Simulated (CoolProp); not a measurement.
R141b along the isobar 3.97 MPa: Z from the reference equation and from simpler models built on Tc = 477.5 K, pc = 4.212 MPa, ω = 0.220; each cubic takes its own stable root.

Computed with CoolProp (reference Helmholtz-energy equation of state, Lemmon 2006). It is a short technical equation, of lower accuracy than the large ones.

```
T (K)   phase  reference
-----  ------  ---------
217.6  liquid     0.1851
229.7  liquid     0.1781
241.9  liquid     0.1718
254.1  liquid     0.1663
266.2  liquid     0.1613
278.4  liquid     0.1569
290.6  liquid     0.1530
302.7  liquid     0.1496
314.9  liquid     0.1466
327.1  liquid     0.1439
339.2  liquid     0.1417
351.4  liquid     0.1399
363.6  liquid     0.1384
```

Question: How far does each simpler model (van der Waals, Redlich-Kwong, Soave-Redlich-Kwong, Peng-Robinson) lie from the reference over these 13 states: mean and median of the absolute difference, and the worst?

Answer: 
- van der Waals: mean 62.0 %, median 61.8 %, worst +64.7 % at 217.6 K and 3.97 MPa
- Redlich-Kwong: mean 11.5 %, median 11.2 %, worst +13.2 % at 363.6 K and 3.97 MPa
- Soave-Redlich-Kwong: mean 9.0 %, median 8.9 %, worst +10.0 % at 217.6 K and 3.97 MPa
- Peng-Robinson: mean 3.3 %, median 3.6 %, worst -3.9 % at 314.9 K and 3.97 MPa
